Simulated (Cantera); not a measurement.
Input: 1 mol CaO, 4.8 mol HCl, a varied amount of O₂, at 1350 °C and 0.00190 bar.

These are equilibrium values from Cantera (NASA tables, ideal gas, pure condensed phases), not measurements of a reactor. Candidate condensed phases: Ca, CaCl₂, CaO, Ca(OH)₂, H₂O; 21 gas species. Rates play no part.

Q: At 1.4 mol O₂, list the 4 most abundant gas species with their mole fractions, and the condensed phases.

A: HCl 0.390, O₂ 0.209, H₂O 0.186, CaCl₂ 0.159. Condensed: gas only.
